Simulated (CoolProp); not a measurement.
Vapour-liquid equilibrium of isobutane (1) + n-butane (2) at 95.75 °C; x and y are mole fractions of (1).

Model: multi-fluid Helmholtz-energy mixture model, Bücker 2006 and Bücker 2006; pair parameters Kunz 2012, in CoolProp.

```tsv
x	bubble pressure, mixture model (bar)	bubble pressure, Raoult's law (bar)	y, mixture model	y, Raoult's law
0.05	14.23	14.25	0.059	0.064
0.15	14.64	14.68	0.174	0.187
0.25	15.04	15.11	0.284	0.303
0.35	15.46	15.54	0.391	0.413
0.45	15.88	15.97	0.493	0.517
0.55	16.30	16.40	0.592	0.615
0.65	16.74	16.83	0.688	0.708
0.75	17.18	17.26	0.781	0.797
0.85	17.64	17.69	0.870	0.881
0.95	18.10	18.13	0.957	0.961
```

The largest gap from Raoult's law is -0.6 % in bubble pressure, at x = 0.55. No azeotrope shows between x = 0.05 and 0.95.

Pair parameters are fitted to limited data, so mixtures are less certain than the pure fluids.
